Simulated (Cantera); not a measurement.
Charge: 1 mol (CH3)2SiCl2, 2.1 mol HCl, 91 mol H2, at 1.33 mbar.

These are equilibrium values from Cantera (NASA tables, ideal gas, pure condensed phases), not measurements of a reactor. Candidate condensed phases: C, C6H6, C7H8, C8H18, Si, SiC; 109 gas species. The feed counts by its element totals alone. Gases not in the tables: Si2H6 and higher silanes. Kinetics and transport are ignored.

**Question.** What share of the Si ends up in condensed phases as a function of T (K), at 1000, 1100, 1200, 1300, 1400, 1500, 1600, 1700, 1800, 1900, 2000, 2100, 2200, 2300?

**Answer.** 
```
T (K)  Si condensed (%)      as
-----  ----------------  ------
1000               99.9  SiC(s)
1100              100.0  SiC(s)
1200               99.9  SiC(s)
1300               99.9  SiC(s)
1400               99.7  SiC(s)
1500               99.6  SiC(s)
1600               99.3  SiC(s)
1700               99.0  SiC(s)
1800               98.0  SiC(s)
1900               94.2  SiC(s)
2000               77.0  SiC(s)
2100                2.0  SiC(s)
2200                0.0       -
2300                0.0       -
```
